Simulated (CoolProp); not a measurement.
Vinyl chloride at several states: fugacity coefficient from the reference equation and from simpler models built on Tc = 151.9 °C, pc = 56.00 bar, ω = 0.160; each cubic takes its own stable root.

The numbers come from the reference Helmholtz-energy equation of state, Thol 2022 in CoolProp.

```csv
T (°C),p (bar),phase,reference
-90.45,23,liquid,0.0004032
92.05,2.08,gas,0.9806
17.15,0.114,gas,0.9978
90.65,0.224,gas,0.9979
-102.85,3.08,liquid,0.0007850
```

Question: How far does each simpler model (van der Waals, Redlich-Kwong, Soave-Redlich-Kwong, Peng-Robinson) lie from the reference over these 5 states: mean and median of the absolute difference, and the worst?

Answer: 
- van der Waals: mean 3666.4 %, median 0.4 %, worst +12134.4 % at -102.85 °C and 3.08 bar
- Redlich-Kwong: mean 15.3 %, median 0.0 %, worst +41.0 % at -90.45 °C and 23 bar
- Soave-Redlich-Kwong: mean 3.6 %, median 0.1 %, worst +11.0 % at -102.85 °C and 3.08 bar
- Peng-Robinson: mean 10.5 %, median 0.2 %, worst +31.5 % at -102.85 °C and 3.08 bar
